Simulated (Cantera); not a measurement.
Charge: 1 mol CCl4, 0.018 mol CH4, 1.6 mol H2, held at 35000 Pa.

These are equilibrium values from Cantera (NASA tables, ideal gas, pure condensed phases), not measurements of a reactor. Candidate condensed phases: C, C6H6, C7H8, C8H18; 91 gas species. Kinetics and transport are ignored.

x: gas mole fraction; n: condensed amount in mol.

```
T (K)  x HCl   x Cl     x H2       x H  n C(graphite)
-----  -----  -----  -------  --------  -------------
2250   0.815  0.179  0.00172  0.000520           1.02
2300   0.811  0.182  0.00274  0.000857           1.02
2350   0.805  0.187      [?]       [?]           1.02
2400   0.798  0.192  0.00634   0.00214           1.02
2450   0.787  0.199  0.00913   0.00324           1.02
2500   0.774  0.207   0.0126   0.00478           1.02
2550   0.758  0.217   0.0169   0.00685           1.01
2600   0.739  0.228   0.0217   0.00956           1.01
2650   0.717  0.241   0.0270    0.0130           1.01
2700   0.692  0.256      [?]       [?]           1.01
2750   0.665  0.271   0.0385    0.0227           1.00
2800   0.636  0.288   0.0444    0.0291          0.999
2850   0.604  0.306   0.0500    0.0368          0.992
```

Complete the blanks.


- 2700, x H2: 0.0327
- 2700, x H: 0.0174
- 2350, x H2: 0.00425
- 2350, x H: 0.00137
